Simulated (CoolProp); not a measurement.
Cyclopentane along the isobar 312 kPa: fugacity coefficient from the reference equation and from simpler models built on Tc = 511.7 K, pc = 4583 kPa, ω = 0.202; each cubic takes its own stable root.

The numbers come from the reference Helmholtz-energy equation of state, Gedanitz 2015 in CoolProp.

```
T (K)   phase  reference
-----  ------  ---------
354.4  liquid     0.7827
368.4     gas     0.9317
382.3     gas     0.9393
396.3     gas     0.9458
410.3     gas     0.9514
424.2     gas     0.9563
438.2     gas     0.9606
452.2     gas     0.9643
466.2     gas     0.9676
480.1     gas     0.9705
494.1     gas     0.9731
508.1     gas     0.9755
522.1     gas     0.9775
536       gas     0.9794
550       gas     0.9811
```

How far does each simpler model (van der Waals, Redlich-Kwong, Soave-Redlich-Kwong, Peng-Robinson) lie from the reference over these 15 states: mean and median of the absolute difference, and the worst?


- van der Waals: mean 2.4 %, median 0.9 %, worst +21.7 % at 354.4 K and 312 kPa
- Redlich-Kwong: mean 1.7 %, median 0.3 %, worst +19.6 % at 354.4 K and 312 kPa
- Soave-Redlich-Kwong: mean 0.3 %, median 0.2 %, worst +0.7 % at 368.4 K and 312 kPa
- Peng-Robinson: mean 0.1 %, median 0.2 %, worst +0.3 % at 368.4 K and 312 kPa

At some of these states van der Waals, Redlich-Kwong gives the other phase, because its saturation line lies elsewhere.
